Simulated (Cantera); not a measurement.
Premixed flame

A freely propagating, adiabatic, planar premixed flame of C3H8 : O2 : N2 = 1 : 4.17 : 15.7 (molar parts), unburnt at 675 K and 0.553 atm; multicomponent+Soret transport, grid criteria slope 0.08 and curve 0.16, no radiation.

Computed with Cantera and GRI-Mech 3.0 (53 species, 325 reactions). GRI-Mech 3.0 was tuned for natural gas; its chemistry of propane as a main component is partial and can be far from experiment. Burning velocities carry a grid error of a few per cent, more on coarse grids.

```tsv
z (mm)	T (K)	u (m/s)	x C3H8	x O2	x H	x C2H4	x CO2	x CH2O
-1.26	675	2.09	0.0479	0.200	<1e-8	7.06e-7	1.59e-7	2.26e-7
-0.841	677	2.10	0.0478	0.199	1.04e-8	1.58e-5	3.80e-6	4.93e-6
-0.630	682	2.12	0.0477	0.198	1.53e-7	8.02e-5	2.02e-5	2.40e-5
-0.420	719	2.26	0.0473	0.193	3.57e-6	0.000699	0.000193	0.000180
-0.210	1035	3.36	0.0350	0.159	0.000176	0.00848	0.00294	0.00137
-0.105	1428	4.83	0.0111	0.113	0.00143	0.0145	0.00859	0.00201
0	1814	6.31	0.000367	0.0639	0.00595	0.00562	0.0181	0.000901
0.105	2007	7.04	7.03e-7	0.0336	0.0114	0.000472	0.0292	0.000181
0.210	2062	7.23	<1e-8	0.0201	0.0149	1.66e-5	0.0394	2.37e-5
0.420	2091	7.29	<1e-8	0.0124	0.0174	1.28e-8	0.0524	1.57e-7
0.841	2120	7.36	<1e-8	0.00989	0.0174	<1e-8	0.0605	<1e-8
1.68	2159	7.47	<1e-8	0.00866	0.0156	<1e-8	0.0631	<1e-8
3.36	2212	7.63	<1e-8	0.00728	0.0128	<1e-8	0.0644	<1e-8
```
x: mole fraction of selected species; z is measured from the peak of heat release.

* **laminar burning velocity**: 209 cm/s
* **thermal thickness**: 0.420 mm
* **peak x(H)**: 0.0177
* **peak x(C2H4)**: 0.0146
* **peak x(CH2O)**: 0.00202
* **grid points**: 147
